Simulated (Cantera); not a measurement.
Feed: 1 mol AlCl3, 20 mol O2, 490 mol N2, held at 1350 K and 7.50 Torr.

Cantera equilibrium calculation (NASA polynomials, part measured and part estimated; ideal gas, pure solids and liquids). Candidate condensed phases: Al, AlCl3, AlN, Al2O3; 24 gas species. Kinetics and transport are ignored.

Base state: N2 0.957, O2 0.0375, Cl 0.00466, Cl2 0.000598, NO 0.000252 (mole fractions); condensed: Al2O3(s).

Q: What changes in the equilibrium state with this change: AlCl3 replaced by Al(CH3)3?

A: 
```tsv
species	before	after
N2	0.957	0.958
O2	0.0375	0.0273
H2O	0	0.00879
CO2	0	0.00586
Cl	0.00466	0
Cl2	0.000598	0
Al2O3(s), mol	0.500	0.500
```
The feed counts by its element totals alone. Further candidate phases: C, C6H6, C7H8, C8H18, H2O.

Q: What changes in the equilibrium state with this change: temperature from 1350 K to 1823.15 K?

A: 
```
species          before     after
-------------  --------  --------
N2                0.957     0.955
O2               0.0375    0.0364
Cl              0.00466   0.00585
NO             0.000252   0.00206
O               8.17e-7  0.000288
Cl2            0.000598   2.76e-6
Al2O3(s), mol     0.500     0.500
```
